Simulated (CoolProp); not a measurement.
Model: reference Helmholtz-energy equation of state, Lemmon 2006, in CoolProp. It is a short technical equation, of lower accuracy than the large ones.

Q: Give the vapour pressure (MPa), liquid cp (kJ/(kg K)), vapour Z, surface tension (mN/m) of saturated C3F8 (R218) at 264.4, 277.1, 302.6 K.

A: 
```tsv
T (K)	p (MPa)	liquid cp (kJ/(kg K))	vapour Z	surface tension (mN/m)
264.4	0.309	1.05	0.887	7.29
277.1	0.470	1.09	0.849	5.91
302.6	0.976	1.20	0.746	3.32
```

Surface tension comes from a separate correlation (Mulero 2012).
